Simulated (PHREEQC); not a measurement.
Nickel, zinc or cadmium bath: an equilibrium model

A solution holds 0.0017 mol/kgw NiSO4, 0.059 mol/kgw Na2SO4 and 0.0072 mol/kgw HCl, at 20 °C. Closed to the air; pH follows from the charge balance.

Equilibrium calculation in PHREEQC: ion-association model, wateq4f.dat.

No solid was allowed to form.

Question: Estimate the pH.

Answer: pH 2.62.

Question: In which forms is Na present?

Answer: Na+ 93 %, NaSO4- 6.8 % of the Na.
